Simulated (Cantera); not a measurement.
A freely propagating, adiabatic, planar premixed flame of 8.16 % CH₄, 2.61 % CO, 18.8 % O₂, 70.5 % N₂, unburnt at 600 K and 1200 Torr; multicomponent transport, grid criteria slope 0.08 and curve 0.16, no radiation.

Cantera simulation using GRI-Mech 3.0 (53 species, 325 reactions); the numbers are that mechanism's predictions, not measurements. Burning velocities carry a grid error of a few per cent, more on coarse grids.

x: mole fraction of selected species; z is measured from the peak of heat release.

```tsv
z (mm)	T (K)	u (m/s)	x CH₄	x CO	x O₂	x C₂H	x HCN	x OH
-0.683	600	1.19	0.0815	0.0261	0.187	<1e-8	<1e-8	<1e-8
-0.455	601	1.20	0.0814	0.0261	0.187	<1e-8	<1e-8	<1e-8
-0.341	606	1.21	0.0809	0.0261	0.187	<1e-8	<1e-8	<1e-8
-0.228	647	1.29	0.0784	0.0267	0.183	<1e-8	(withheld)	5.41e-7
-0.114	970	1.96	0.0593	0.0346	0.157	<1e-8	(withheld)	3.99e-5
-0.0569	1364	2.78	0.0337	0.0474	0.120	<1e-8	(withheld)	0.000367
0	1756	3.60	0.00808	0.0600	0.0740	1.23e-7	(withheld)	0.00267
0.0569	1924	3.94	0.000553	0.0549	0.0462	7.29e-8	(withheld)	0.00707
0.114	1981	4.03	1.86e-5	0.0441	0.0364	<1e-8	(withheld)	0.00919
0.228	2051	4.15	3.20e-8	0.0329	0.0304	<1e-8	(withheld)	0.00997
0.455	2135	4.29	<1e-8	0.0262	0.0266	<1e-8	<1e-8	0.00972
0.910	2222	4.44	<1e-8	0.0215	0.0232	<1e-8	<1e-8	0.00871
1.82	2295	4.57	<1e-8	0.0168	0.0202	<1e-8	<1e-8	0.00740
```

Question: Complete the blanks.

Answer: 
- -0.228, x HCN: 1.91e-8
- -0.114, x HCN: 3.12e-7
- -0.0569, x HCN: 9.33e-7
- 0, x HCN: 2.05e-6
- 0.0569, x HCN: 1.69e-6
- 0.114, x HCN: 5.97e-7
- 0.228, x HCN: 5.71e-8
